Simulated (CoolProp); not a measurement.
Saturated liquid density (kg/m³) of isopentane: the reference equation beside estimates from Tc = 460.3 K, pc = 3378 kPa, ω = 0.227.

Computed with CoolProp (reference Helmholtz-energy equation of state, Lemmon 2006). It is a short technical equation, of lower accuracy than the large ones.

| T (K) | reference | van der Waals | Soave-Redlich-Kwong | Peng-Robinson |
|---|---|---|---|---|
| 226.7 | 683.1 | 419.2 | 633.1 | 712.1 |
| 251.9 | 659.9 | 406.1 | 613.8 | 691.6 |
| 277 | 636.0 | 392.1 | 592.2 | 668.5 |
| 302.2 | 610.8 | 376.7 | 567.6 | 641.9 |
| 327.3 | 584.0 | 360.0 | 539.7 | 611.3 |
| 352.5 | 554.7 | 341.2 | 507.1 | 575.2 |
| 377.6 | 521.7 | 319.9 | 469.0 | 532.3 |
| 402.7 | 483.0 | 294.9 | 422.7 | 479.4 |
| 427.9 | 433.0 | 263.2 | 362.9 | 409.7 |
| 453 | 350.6 | 213.6 | 269.6 | 299.4 |

Absolute difference from the reference over all 10 rows, mean and median: van der Waals 38.7 and 38.6 %, Soave-Redlich-Kwong 10.6 and 8.1 %, Peng-Robinson 5.0 and 4.7 %.
